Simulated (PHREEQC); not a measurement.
A solution holds 0.044 mol/kgw HCl, 0.06 mol/kgw ZnSO4 and 0.0051 mol/kgw KCl, at 25 °C. Closed to the air; pH follows from the charge balance.

The numbers come from PHREEQC with the ion-association model, phreeqc.dat.

Precipitation was switched off in this run.

**Question.** Order these Zn species by the share of Zn that they hold, largest first: Zn+2, Zn(SO4)2-2, ZnCl+, ZnSO4.

**Answer.** Zn+2 (64 %), ZnSO4 (28 %), Zn(SO4)2-2 (4.6 %), ZnCl+ (2.6 %)

The pH is 1.67 and the ionic strength 0.172 mol/kgw. Complexes and solids missing from the database can't appear.
